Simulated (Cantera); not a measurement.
An adiabatic, constant-pressure homogeneous reactor starts with 38.6 % H₂, 12.9 % O₂, 48.3 % N₂, 0.239 % NO, at 1425 K and 10.0 bar.

Model: GRI-Mech 3.0 (53 species, 325 reactions), integrated in Cantera. The hydrogen kinetics of GRI-Mech 3.0 are dated; newer H2 mechanisms differ, most at raised pressure. Above 3000 K some thermodynamic fits are extrapolated.

Task: Predict: time of steepest temperature rise; temperature at 7.00 s; equilibrium temperature; x(H₂) at 7.00 s; x(O₂) at 7.00 s; x(NO) at 7.00 s; x(N₂) at 7.00 s; x(O) at 7.00 s; x(HO₂) at 7.00 s; x(H) at 7.00 s.

Result: 
- time of steepest temperature rise = 2.10 µs
- temperature at 7.00 s = 3009 K
- equilibrium temperature = 3009 K
- x(H₂) at 7.00 s = 0.144 (gas-phase equilibrium 0.144)
- x(O₂) at 7.00 s = 0.000784 (gas-phase equilibrium 0.000784)
- x(NO) at 7.00 s = 0.00246 (gas-phase equilibrium 0.00246)
- x(N₂) at 7.00 s = 0.544 (gas-phase equilibrium 0.544)
- x(O) at 7.00 s = 0.00104 (gas-phase equilibrium 0.00104)
- x(HO₂) at 7.00 s = 1.91e-6 (gas-phase equilibrium 1.91e-6)
- x(H) at 7.00 s = 0.0196 (gas-phase equilibrium 0.0196)
